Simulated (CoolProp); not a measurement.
Values from CoolProp's reference Helmholtz-energy equation of state, Wu 2012.

Give the vapour pressure (bar), liquid density (kg/m³), vapour density (kg/m³), enthalpy of vaporisation (kJ/kg) of saturated fluoroethane (R161) at -19.65, 83.35 °C.


| T (°C) | p (bar) | liquid density (kg/m³) | vapour density (kg/m³) | enthalpy of vaporisation (kJ/kg) |
|---|---|---|---|---|
| -19.65 | 2.16 | 791 | 5.24 | 405 |
| 83.35 | 35.1 | 533 | 102 | 193 |
